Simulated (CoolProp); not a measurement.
Properties of ethylene along the isobar 147 kPa (Tc = 282.4 K, pc = 5042 kPa, ω = 0.087).

Computed with CoolProp (reference Helmholtz-energy equation of state, Smukala 2000).

```
T (K)  phase       Z  Joule-Thomson coefficient (K/MPa)  isothermal compressibility (1/MPa)
-----  -----  ------  ---------------------------------  ----------------------------------
176.9    gas  0.9575                              37.73                               7.120
201      gas  0.9718                              27.22                               7.006
225.1    gas  0.9802                              20.51                               6.943
249.2    gas  0.9855                              15.94                               6.904
273.3    gas  0.9891                              12.67                               6.879
297.4    gas  0.9916                              10.25                               6.861
321.5    gas  0.9934                              8.420                               6.848
345.5    gas  0.9948                              7.011                               6.838
```
